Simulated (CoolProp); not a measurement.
The fluid at 298.15 K and 0.0316 MPa is throttled through a valve to 0.0171 MPa with no heat exchange. The same conditions are run with several fluids, on thermodynamics alone (safety and materials aside).

Values from CoolProp's reference Helmholtz-energy equation of state of each fluid (the fluoroketone C6F12O (FK-5-1-12): McLinden 2015; R245fa: Akasaka 2015; CF4 (R14): Platzer 1990; R13: Platzer 1990; dimethyl ether: Wu 2011). The equations of Platzer and Polt are older, rougher fits.

```csv
fluid,temperature change (K),final density (kg/m³)
the fluoroketone C6F12O (FK-5-1-12),-0.4,2.21
R245fa,-0.4,0.932
CF4 (R14),-0.1,0.608
R13,-0.2,0.722
dimethyl ether,-0.3,0.319
```
